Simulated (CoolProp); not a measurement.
Vapour-liquid equilibrium of carbon dioxide (1) + dimethyl ether (2) at 6.34 bar; x and y are mole fractions of (1).

Model: multi-fluid Helmholtz-energy mixture model, Span 1996 and Wu 2011; pair parameters Bell 2016, in CoolProp.

```csv
x,bubble temperature (°C),y at the bubble point,dew temperature at overall composition x (°C),liquid density (mol/L)
0.05,18.4,0.249,25.8,…
0.15,2.9,0.575,22.2,…
0.25,…,0.753,18.3,17.09
0.35,-19.0,0.854,14.2,18.19
0.45,-27.0,0.912,9.6,19.32
0.55,-33.5,0.948,4.4,20.49
0.65,-39.0,0.970,…,21.70
0.75,-43.5,0.984,-9.0,22.97
0.85,-47.3,0.992,-18.6,24.29
0.95,-50.4,…,-34.0,25.68
```

**Question.** Complete the blanks.

**Answer.** 
- 0.05, liquid density (mol/L): 14.85
- 0.15, liquid density (mol/L): 15.98
- 0.25, bubble temperature (°C): -9.3
- 0.65, dew temperature at overall composition x (°C): -1.7
- 0.95, y at the bubble point: 0.998

No azeotrope shows between x = 0.05 and 0.95.

The pair parameters rest on a limited set of measurements; away from them the model extrapolates.
